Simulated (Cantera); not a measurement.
Standard-state values (1 bar) from the NASA 1993 polynomials, evaluated with Cantera. Values are per mole of reaction as written; species without (g) are pure solids or liquids, kept so even where they would boil at 1 bar. The tables' values for C₂F₄ are old estimates.

Problem. Between 1000 and 1750 K, where is each reaction favourable under standard conditions?
- Cu + 2 CF₃(g) ⇌ C₂F₄(g) + CuF₂
- CuF₂(g) ⇌ Cu + F₂(g)

Solution. 
- Cu + 2 CF₃(g) ⇌ C₂F₄(g) + CuF₂: ΔG° is -84 kJ at 1000 K and -4 kJ at 1750 K; it stays negative (K > 1). ΔH° is -170 kJ and ΔS° -95 J/K at 1750 K.
- CuF₂(g) ⇌ Cu + F₂(g): ΔG° is 294 kJ at 1000 K and 305 kJ at 1750 K; it stays positive (K < 1). ΔH° is 295 kJ and ΔS° -6 J/K at 1750 K.
